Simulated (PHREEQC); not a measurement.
Make-up at 20 °C: 0.0028 mol/kgw Li2CO3. Closed to the air; pH follows from the charge balance.

Computed with PHREEQC (ion-association model, phreeqc.dat).

### Question
The ionic strength comes out as 0.00785 mol/kgw. What activity coefficients do Li+, OH-, CO3-2, HCO3- get?

### Answer
Li+ 0.92, OH- 0.91, CO3-2 0.70, HCO3- 0.91.

This is a speciation only: nothing precipitates in the calculation. Species that the database lacks are ignored.
